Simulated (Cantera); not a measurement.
A Cantera script and what it prints.

```python
import numpy as np
import cantera as ct

gas_names = [...]  # 151 gases of nasa_gas.yaml made of C, H, N, O, Si
cond_names = """
    C(gr) C6H6(L) C7H8(L) C8H18(L),n-octa H2O(s) H2O(L) Si(cr) Si(L) SiC(b) SiO2(Lqz) SiO2(hqz) SiO2(L)
    Si2N2O(s) Si3N4(a)
""".split()


# ... load() reads the species with a 1 bar reference pressure and builds the phases ...
atoms = {
    'SiC': {'Si': 1, 'C': 1},
    'H2O': {'H': 2, 'O': 1},
    'N2': {'N': 2},
}
top_T = {'C(gr)': 4500, 'SiC(b)': 3050, 'Si2N2O(s)': 2100, 'Si3N4(a)': 2400}  # K; cautious upper limits of use, not melting points


# ... equilibrate(T, P, feed) seeds the gas with the atoms and calls Mixture.equilibrate('TP', solver="vcs", rtol=1e-11, max_steps=5000) ...
results = []
feed = {'SiC': 1, 'H2O': 0.0027, 'N2': 1.2}  # mol
T = 2198  # K
P = 0.15  # Pa
mix = equilibrate(T, P, feed)
results.append((T, P, feed, dict(zip(mix.species_names, mix.species_moles))))
x = sorted(zip(gas.X, gas.species_names), reverse=True)
print(f"T = {T:g} K  P = {P:g} Pa  gas = {mix.phase_moles(0):.4g} mol")
print("   x: " + "  ".join(f"{s} {v:.3e}" for v, s in x if v > 0.0001))
print("   condensed (mol): " + ("  ".join(f"{mix.phase(i).name} {mix.phase_moles(i):.4g}"
      for i in range(1, mix.n_phases) if mix.phase_moles(i) > 1e-12) or "none"))
```

Output:

```
T = 2198 K  P = 0.15 Pa  gas = 2.217 mol
   x: N2 5.395e-01  Si 4.110e-01  SiC2 3.920e-02  CN 3.547e-03  H 2.422e-03  C3 1.547e-03  CO 1.218e-03  C 9.825e-04  Si2C 3.827e-04  C2 1.350e-04
   condensed (mol): C(gr) 0.8016
```

Method: chemical equilibrium by Gibbs-energy minimisation in Cantera with the NASA 1993 tables (ideal gas, pure condensed phases). The tables' values for SiN are old estimates; treat these amounts as uncertain.
